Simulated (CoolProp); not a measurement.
Vapour pressure (MPa) of dimethyl carbonate: the reference equation beside estimates from Tc = 283.9 °C, pc = 4.909 MPa, ω = 0.346. Clausius-Clapeyron is anchored at 146.25 °C with a constant enthalpy of vaporisation of 30.00 kJ/mol.

The numbers come from the reference Helmholtz-energy equation of state, Zhou 2011 in CoolProp.

```tsv
T (°C)	reference	Lee-Kesler	Clausius-Clapeyron	van der Waals	Redlich-Kwong	Soave-Redlich-Kwong	Peng-Robinson
146.25	0.4596	0.4660	0.4596	1.413	0.7717	0.4663	0.4621
155.85	0.5690	0.5786	0.5572	1.575	0.9157	0.5797	0.5734
165.35	0.6956	0.7090	0.6686	1.746	1.076	0.7114	0.7029
174.95	0.8443	0.8619	0.7975	1.931	1.256	0.8665	0.8553
184.45	1.014	1.036	0.9426	2.126	1.454	1.044	1.030
194.05	1.211	1.238	1.108	2.334	1.675	1.249	1.232
203.55	1.433	1.465	1.293	2.553	1.914	1.481	1.461
213.15	1.687	1.724	1.501	2.786	2.179	1.746	1.723
222.65	1.972	2.014	1.730	3.029	2.464	2.042	2.017
232.25	2.297	2.343	1.987	3.288	2.777	2.376	2.350
241.75	2.658	2.708	2.267	3.557	3.111	2.746	2.719
251.35	3.069	3.120	2.577	3.842	3.474	3.160	3.135
260.95	3.531	3.580	2.916	4.141	3.865	3.619	3.597
```

Absolute difference from the reference over all 13 rows, mean and median: Lee-Kesler 1.9 and 2.0 %, Clausius-Clapeyron 9.4 and 9.8 %, van der Waals 91.0 and 78.2 %, Redlich-Kwong 35.6 and 33.6 %, Soave-Redlich-Kwong 2.8 and 3.0 %, Peng-Robinson 1.7 and 1.9 %.
